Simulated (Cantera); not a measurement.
What does this Cantera script print?

```python
import numpy as np
import cantera as ct

gas_names = """
    C CN CO COS CO2 CS CS2 C2 CCN CNC C2N2 C2O C3 C3O2 C4 C4N2 C5 Fe FeC5O5 FeO N NCO NO NO2 NO3 N2 N2O
    O O2 O3 S SN SO SO2 SO3 S2 S2O S8
""".split()
cond_names = """
    C(gr) Fe(a) Fe(c) Fe(d) Fe(L) FeC5O5(L) FeO(s) FeO(L) FeS(a) FeS(b) FeS(c) FeS(L) FeSO4(s) FeS2(s)
    Fe2O3(s) Fe2S3O12(s) Fe3O4(s) S(cr1) S(cr2) S(L)
""".split()


# ... load() reads the species with a 1 bar reference pressure and builds the phases ...
atoms = {
    'Fe': {'Fe': 1},
    'CO': {'C': 1, 'O': 1},
    'N2': {'N': 2},
    'SO2': {'S': 1, 'O': 2},
}
top_T = {'C(gr)': 4500, 'FeSO4(s)': 950, 'FeS2(s)': 1010, 'Fe2O3(s)': 1830, 'Fe2S3O12(s)': 1100, 'Fe3O4(s)': 1870}  # K; cautious upper limits of use, not melting points


# ... equilibrate(T, P, feed) seeds the gas with the atoms and calls Mixture.equilibrate('TP', solver="vcs", rtol=1e-11, max_steps=5000) ...
results = []
feed = {'Fe': 1, 'CO': 0.33, 'N2': 22, 'SO2': 3.7}  # mol
P = 1000  # Pa
for T in [1175, 1225, 1275, 1325, 1375, 1425, 1475, 1525, 1575]:
    mix = equilibrate(T, P, feed)
    results.append((T, P, feed, dict(zip(mix.species_names, mix.species_moles))))

top = {s: max(r[3][s] / sum(r[3][g] for g in gas_names) for r in results) for s in gas_names}
cols = sorted((s for s in top if top[s] > 0.0001), key=lambda s: -top[s])[:9]
seen = [c for c in cond_names if any(r[3].get(c, 0) > 1e-12 for r in results)]
print("log10 of partial pressures in bar; condensed amounts in mol")
print(f"{'T/K':>10s}" + "".join(f"{s[:9]:>10s}" for s in cols + seen))
for T, P, feed, n in results:
    ng = sum(n[g] for g in gas_names)
    print(f"{T:10.4g}" + "".join(f"{np.log10(max(n[s] / ng * P / 1e5, 1e-99)):10.3f}" for s in cols)
          + "".join(f"{n.get(c, 0):10.4g}" for c in seen))
```

Result:

```
log10 of partial pressures in bar; condensed amounts in mol
       T/K        N2       SO2        S2       CO2        SO        CO       S2O    FeO(s)  Fe3O4(s)
      1175    -2.066    -2.951    -3.800    -3.909    -5.661    -5.273    -5.590         0    0.3333
      1225    -2.068    -2.928    -3.903    -3.917    -5.454    -5.136    -5.662         1         0
      1275    -2.068    -2.927    -3.908    -3.929    -5.252    -4.980    -5.672         1         0
      1325    -2.068    -2.927    -3.914    -3.944    -5.066    -4.841    -5.683         1         0
      1375    -2.068    -2.927    -3.922    -3.962    -4.894    -4.717    -5.694         1         0
      1425    -2.068    -2.927    -3.932    -3.985    -4.735    -4.609    -5.707         1         0
      1475    -2.068    -2.928    -3.945    -4.011    -4.588    -4.514    -5.722         1         0
      1525    -2.068    -2.929    -3.961    -4.041    -4.451    -4.431    -5.739         1         0
      1575    -2.068    -2.930    -3.981    -4.073    -4.325    -4.360    -5.758    0.9999         0
```

These are equilibrium values from Cantera (NASA tables, ideal gas, pure condensed phases), not measurements of a reactor. The tables' stoichiometric FeO is somewhat more stable than real wüstite, so its field is too wide. FeO: taken at fixed stoichiometry. Gases not in the tables: S3 to S7.
